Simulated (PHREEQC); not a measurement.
PHREEQC input (Pitzer model, pitzer.dat):

```
SOLUTION 1
  temp 90
  units mol/kgw
  pH 7 charge
  Cl 0.0594
  Mg 0.0077
  K 0.044
END
USE solution 1
INCREMENTAL_REACTIONS false
REACTION 1
  H2O -1
  0 9.886 18.011 24.689 30.178 34.689 38.397 41.444
  43.949 46.007 47.699 49.089 50.232 51.172 51.944 52.578
  53.1 53.528 53.88 54.17 54.408 54.603 54.764 54.896
  55.005 55.094 55.168 55.228 moles
EQUILIBRIUM_PHASES 1
  Bischofite 0 0
  Brucite 0 0
  Carnallite 0 0
  Sylvite 0 0
  MgCl2_4H2O 0 0
SELECTED_OUTPUT 1
  -reset false
  -pH true
  -pe true
  -ionic_strength true
  -water true
  -activities H2O
  -totals Cl K Mg
  -molalities H+ K+ Mg+2 Cl- OH- MgOH+
  -equilibrium_phases Bischofite Brucite Carnallite Sylvite MgCl2_4H2O
PRINT
  -reset false
END
```

Selected output (columns that matter, 11 of 28 rows; water left (kg) added in front):

```
water left (kg)	pH	mu	Cl	K	Mg	m_H+	m_K+	m_Mg+2	m_Cl-	m_OH-	la_H2O	Sylvite
1	6.0367	0.0671	0.0594	0.044	0.0077	1.1687e-06	0.044	0.0076994	0.0594	5.674e-07	-0.00079532	0
0.555203	5.9921	0.12086	0.10699	0.07925	0.013869	1.3543e-06	0.07925	0.013868	0.10699	5.512e-07	-0.0014127	0
0.375043	5.9601	0.17891	0.15838	0.11732	0.020531	1.4994e-06	0.11732	0.02053	0.15838	5.4168e-07	-0.0020747	0
0.208215	5.9069	0.32226	0.28528	0.21132	0.036981	1.7515e-06	0.21132	0.03698	0.28528	5.2722e-07	-0.0037053	0
0.115613	5.8422	0.58039	0.51378	0.38058	0.066602	2.0533e-06	0.38058	0.0666	0.51378	5.0545e-07	-0.006658	0
0.0641769	5.7526	1.0455	0.92557	0.6856	0.11998	2.4358e-06	0.6856	0.11998	0.92557	4.6033e-07	-0.012089	0
0.0433504	5.6653	1.5478	1.3702	1.015	0.17762	2.7783e-06	1.015	0.17762	1.3702	4.0518e-07	-0.018164	0
0.0240733	5.4538	2.7873	2.4675	1.8278	0.31986	3.6011e-06	1.8278	0.31985	2.4675	2.7301e-07	-0.034306	0
0.0133718	5.0675	5.018	4.4422	3.2905	0.57584	5.3906e-06	3.2905	0.57583	4.4422	1.172e-07	-0.06771	0
0.00902994	4.658	7.4308	6.5781	4.8727	0.85272	7.9475e-06	4.8727	0.85271	6.5781	4.5177e-08	-0.10898	0
0.00501237	4.2011	9.4565	7.9203	4.8479	1.5362	1.2236e-05	4.8479	1.5362	7.9203	2.6137e-08	-0.14163	0.0197
```

Species that the database lacks are ignored. Away from 25 °C the constants follow the database's enthalpies or fits; those with neither stay at their 25 °C values.
